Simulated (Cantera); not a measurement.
SiO2 + CH4 + H2 + CO (carbothermic reduction)

A closed system holds: 1 mol SiO2, 2 mol CH4, 13 mol H2, 19 mol CO, equilibrated at 59.0 mbar.

Equilibrium computed with Cantera from the NASA thermochemical tables; the gas is ideal and each condensed phase is pure. Candidate condensed phases: C, C6H6, C7H8, C8H18, H2O, Si, SiC, SiO2; 123 gas species. Mutual solubility and eutectic melting of coexisting phases are not modelled. The tables hold silica as quartz up to 1696 K and as liquid above; real silica turns to tridymite and cristobalite and melts near 1996 K. Gases not in the tables: Si2H6 and higher silanes. Kinetics and transport are ignored.

From 877 °C to 1077 °C the condensed part is C(graphite) + SiO2(β-quartz). At 1277 °C the condensed part is SiC(s) + SiO2(β-quartz). From 1477 °C to 2077 °C the condensed part is SiC(s).

```csv
T (°C),x CO,x H2,x H,x SiO,x Si,x C2H2 (acetylene),n C(graphite),n SiO2(β-quartz),n SiC(s)
877,0.527,0.472,2.11e-7,3.32e-11,<1e-12,1.82e-8,2.04,1.00,0
1077,0.528,0.472,6.74e-6,1.29e-6,<1e-12,5.85e-7,2.00,1.000,0
1277,0.544,0.454,8.74e-5,0.00229,6.56e-9,4.16e-6,0,0.276,0.638
1477,0.539,0.447,0.000640,0.0132,1.09e-6,1.01e-5,0,0,0.500
1677,0.539,0.445,0.00315,0.0132,3.15e-5,8.20e-5,0,0,0.496
1877,0.536,0.438,0.0115,0.0132,0.000484,0.000442,0,0,0.470
2077,0.528,0.419,0.0332,0.0124,0.00451,0.00182,0,0,0.276
```
x: gas mole fraction; n: condensed amount in mol.
